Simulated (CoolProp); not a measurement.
Vapour-liquid equilibrium of ethylene (1) + 1-butene (2) at 227.7 K; x and y are mole fractions of (1).

Model: multi-fluid Helmholtz-energy mixture model, Smukala 2000 and Lemmon 2005; pair parameters Bell 2016, in CoolProp.

```tsv
x	bubble pressure, mixture model (kPa)	bubble pressure, Raoult's law (kPa)	y, mixture model	y, Raoult's law
0.05	73.01	76.81	0.784	0.800
0.125	[?]	167.7	0.905	0.916
0.2	244.1	258.7	0.941	0.950
0.275	330.4	349.6	0.959	0.966
0.35	417.4	440.5	0.969	0.976
0.425	505.1	531.4	[?]	0.982
0.5	593.5	622.4	0.982	0.987
0.575	682.6	713.3	0.986	0.990
0.65	772.5	804.2	0.989	0.993
0.725	[?]	895.1	0.992	0.995
0.8	956.4	986.1	0.994	0.997
0.875	1053	1077	[?]	0.998
0.95	1155	1168	0.998	0.999
```

Task: Complete the blanks.

Result: 
- 0.125, bubble pressure, mixture model (kPa): 158.4
- 0.425, y, mixture model: 0.977
- 0.725, bubble pressure, mixture model (kPa): 863.5
- 0.875, y, mixture model: 0.996

The largest gap from Raoult's law is -5.6 % in bubble pressure, at x = 0.2. No azeotrope shows between x = 0.05 and 0.95.

The pair parameters rest on a limited set of measurements; away from them the model extrapolates.
